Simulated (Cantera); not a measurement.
Feed: 1 mol Fe, 0.46 mol SO₂, 27 mol H₂, equilibrated at 0.100 bar.

These are equilibrium values from Cantera (NASA tables, ideal gas, pure condensed phases), not measurements of a reactor. Candidate condensed phases: Fe, FeO, Fe(OH)₂, Fe(OH)₃, FeS, FeSO₄, FeS₂, Fe₂O₃, Fe₂(SO₄)₃, Fe₃O₄, H₂O, H₂SO₄, S; 22 gas species. Metal and sulfide melt together well below either melting point, which pure phases cannot show. Mutual solubility and eutectic melting of coexisting phases are not modelled. FeS: taken at fixed stoichiometry. Gases not in the tables: S₃ to S₇. The numbers say what is thermodynamically allowed, not how fast it happens.

x: gas mole fraction; n: condensed amount in mol.

| T (°C) | x H₂ | x H₂O | x H₂S | x H | n Fe(γ) | n FeS(s) | n FeS(l) | n Fe(δ) | n Fe(l) |
|---|---|---|---|---|---|---|---|---|---|
| 950 | 0.961 | 0.0341 | 0.00462 | … | 0.665 | 0.335 | 0 | 0 | 0 |
| 1050 | 0.958 | 0.0341 | 0.00757 | … | 0.745 | 0.255 | 0 | 0 | 0 |
| 1150 | 0.954 | 0.0341 | 0.0115 | … | 0.854 | 0.146 | 0 | 0 | 0 |
| 1250 | 0.951 | 0.0341 | 0.0147 | … | 0.956 | 0 | 0.0437 | 0 | 0 |
| 1350 | 0.949 | 0.0340 | 0.0152 | … | 1.000 | 0 | 0 | 0 | 0 |
| 1450 | 0.949 | 0.0340 | 0.0138 | … | 0 | 0 | 0 | 0.998 | 0 |
| 1550 | 0.949 | 0.0339 | 0.0119 | … | 0 | 0 | 0 | 0 | 0.989 |
| 1650 | 0.947 | 0.0338 | 0.00991 | … | 0 | 0 | 0 | 0 | 0.960 |
| 1750 | 0.941 | 0.0335 | 0.00797 | … | 0 | 0 | 0 | 0 | 0.871 |

Question: What belongs in the gaps?

Answer: 
- 950, x H: 9.32e-7
- 1050, x H: 4.91e-6
- 1150, x H: 2.05e-5
- 1250, x H: 7.13e-5
- 1350, x H: 0.000213
- 1450, x H: 0.000562
- 1550, x H: 0.00133
- 1650, x H: 0.00290
- 1750, x H: 0.00583
